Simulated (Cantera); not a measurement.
An isothermal, constant-pressure homogeneous reactor starts with 0.116 % CO, 2.89 % O2, 0.684 % H2O, 96.3 % N2, equivalence ratio 0.020, at 1423 K and 101000 Pa.

Cantera simulation using GRI-Mech 3.0 (53 species, 325 reactions); the numbers are that mechanism's predictions, not measurements.

Task: Predict: x(CO) at 30.0 s; x(O2) at 30.0 s; x(H2O) at 30.0 s; x(OH) at 30.0 s; x(NO) at 30.0 s.

Result: 
```json
{
 "x(CO) at 30.0 s": "9.95e-9 (gas-phase equilibrium 9.98e-9)",
 "x(O2) at 30.0 s": "0.0283 (gas-phase equilibrium 0.0282)",
 "x(H2O) at 30.0 s": "0.00684 (gas-phase equilibrium 0.00684)",
 "x(OH) at 30.0 s": "6.12e-6 (gas-phase equilibrium 6.11e-6)",
 "x(NO) at 30.0 s": "1.44e-7 (gas-phase equilibrium 0.000335)"
}
```
